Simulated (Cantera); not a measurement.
Charge: 1 mol Fe₃O₄, 13 mol CO, 2 mol H₂, equilibrated at 0.000390 bar.

Equilibrium computed with Cantera from the NASA thermochemical tables; the gas is ideal and each condensed phase is pure. Candidate condensed phases: C, C₆H₆, C₇H₈, C₈H₁₈, Fe, Fe(CO)₅, FeO, Fe(OH)₂, Fe(OH)₃, Fe₂O₃, Fe₃O₄, H₂O; 114 gas species. Mutual solubility and eutectic melting of coexisting phases are not modelled. The tables' stoichiometric FeO is somewhat more stable than real wüstite, so its field is too wide. FeO: taken at fixed stoichiometry. The numbers say what is thermodynamically allowed, not how fast it happens.

Task: Which condensed phases are stable at each of these points (T (K)): 1000, 1150, 1300, 1450, 1600, 1750, 1900, 2050?

Result: 
| T (K) | condensed phases | Fe condensed (%) |
|---|---|---|
| 1000 | Fe(α) + FeO(s) | 100.0 |
| 1150 | Fe(α) + FeO(s) | 100.0 |
| 1300 | Fe(γ) + FeO(s) | 100.0 |
| 1450 | Fe(γ) + FeO(s) | 99.9 |
| 1600 | Fe(γ) + FeO(s) | 98.6 |
| 1750 | Fe(δ) + FeO(l) | 81.3 |
| 1900 | FeO(l) | 19.2 |
| 2050 | gas only | 0.0 |

From 1000 K to 1150 K the condensed part is Fe(α) + FeO(s). From 1300 K to 1600 K the condensed part is Fe(γ) + FeO(s). At 1750 K the condensed part is Fe(δ) + FeO(l). At 1900 K the condensed part is FeO(l). At 2050 K nothing is condensed.
